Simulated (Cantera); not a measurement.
A Cantera script and its output.

```python
import numpy as np
import cantera as ct

gas = ct.Solution("gri30.yaml")
gas.TPX = 1050, 1000000, {'CH2O': 0.0021, 'O2': 0.033, 'N2': 1}
inlet = ct.Reservoir(gas, clone=True)

reactor = ct.IdealGasConstPressureReactor(gas, energy="off", clone=False)
exhaust = ct.Reservoir(gas, clone=True)
tau = [0.41, 0.22, 0.12, 0.067, 0.037, 0.02, 0.011, 0.006][0]
for a, b in ((inlet, reactor), (reactor, exhaust)):
    ct.MassFlowController(a, b, mdot=lambda t: reactor.mass / tau)
net = ct.ReactorNet([reactor])
show = ['CH2O', 'O2', 'C2H', 'CH3', 'NO', 'H2', 'N2O']

rows = []
print(f"{'tau/s':>10s}{'T/K':>9s}" + "".join(f"{s:>11s}" for s in show))
for tau in [0.41, 0.22, 0.12, 0.067, 0.037, 0.02, 0.011, 0.006]:
    net.initial_time = 0.0
    net.advance(30 * tau)
    before = gas.X
    net.advance(40 * tau)
    drift = np.max(np.abs(gas.X - before) / (gas.X + 1e-9))
    rows.append([gas.T, *gas[show].X, drift])
    print(f"{tau:10.3e}{gas.T:9.1f}" + "".join(f"{x:11.3e}" for x in gas[show].X))
```

Output:

```
     tau/s      T/K       CH2O         O2        C2H        CH3         NO         H2        N2O
 4.100e-01   1050.0  3.619e-05  3.036e-02  1.984e-31  1.732e-16  3.570e-13  3.935e-06  4.414e-08
 2.200e-01   1050.0  5.271e-05  3.046e-02  5.757e-31  3.750e-16  1.598e-13  6.335e-06  2.778e-08
 1.200e-01   1050.0  7.599e-05  3.056e-02  1.538e-30  7.828e-16  7.453e-14  9.699e-06  1.744e-08
 6.700e-02   1050.0  1.081e-04  3.065e-02  3.728e-30  1.570e-15  3.782e-14  1.407e-05  1.107e-08
 3.700e-02   1050.0  1.550e-04  3.073e-02  8.508e-30  3.162e-15  2.075e-14  1.977e-05  6.939e-09
 2.000e-02   1050.0  2.264e-04  3.082e-02  1.796e-29  6.473e-15  1.246e-14  2.690e-05  4.269e-09
 1.100e-02   1050.0  3.306e-04  3.091e-02  3.207e-29  1.279e-14  8.244e-15  3.456e-05  2.646e-09
 6.000e-03   1050.0  4.928e-04  3.102e-02  4.607e-29  2.469e-14  5.500e-15  4.177e-05  1.603e-09
```

Cantera simulation using GRI-Mech 3.0 (53 species, 325 reactions); the numbers are that mechanism's predictions, not measurements.
